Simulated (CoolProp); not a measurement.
Properties of ammonia at several states (Tc = 405.6 K, pc = 11360 kPa, ω = 0.256).

Model: reference Helmholtz-energy equation of state, Gao 2020, in CoolProp.

| T (K) | p (kPa) | phase | density (kg/m³) | cp (kJ/(kg K)) | cv (kJ/(kg K)) | speed of sound (m/s) | Prandtl number |
|---|---|---|---|---|---|---|---|
| 566.1 | 356 | gas | 1.292 | 2.598 | 2.100 | 582.8 | 0.830 |
| 309.1 | 954 | gas | 6.974 | 2.859 | 2.009 | 417.9 | 1.09 |
| 687.2 | 13900 | supercritical | 43.69 | 3.135 | 2.404 | 629.0 | 0.937 |
| 300.2 | 10.7 | gas | 0.07309 | 2.098 | 1.606 | 437.0 | 0.855 |

Viscosity comes from a separate model (Fenghour 1995). Thermal conductivity comes from a separate model (Tufeu 1984).
